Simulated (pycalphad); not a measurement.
Source of the numbers: pycalphad with the COST 507 light-alloy database (1999); pressure 1 atm. The database dates from 1999; later assessments differ in places, in temperatures and in the compounds included.

# Al-7.79Si-0.24Fe (at.%): equilibrium cooling sequence

```json
[
 {"T (°C)": "608.0", "phases above": "LIQUID", "phases below": "FCC_A1 + LIQUID"},
 {"T (°C)": "586.7", "phases above": "FCC_A1 + LIQUID", "phases below": "ALFESI_BETA + FCC_A1 + LIQUID"},
 {"T (°C)": "575.7", "phases above": "ALFESI_BETA + FCC_A1 + LIQUID", "phases below": "ALFESI_BETA + DIAMOND_A4 + FCC_A1"}
]
```

Changes were sought between steps of 75 K, so a narrower field can be missed.

Database names, with the compositions (at.%) that they take in these runs: ALFESI_BETA: Al 70 Si 15 Fe 15. FCC_A1 is fcc; DIAMOND_A4 is diamond (Si).
